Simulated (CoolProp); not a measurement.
Fluoroethane (R161) at 349.4 K and 0.221 MPa is throttled through a valve to 0.145 MPa with no heat exchange. Each further row changes one setting.

Computed with CoolProp (reference Helmholtz-energy equation of state, Wu 2012).

```
case                        temperature change (K)  final density (kg/m³)
--------------------------  ----------------------  ---------------------
as stated                                     -1.0                   2.44
outlet pressure 0.0435 MPa                    -2.3                  0.727
outlet pressure 0.189 MPa                     -0.4                   3.18
```
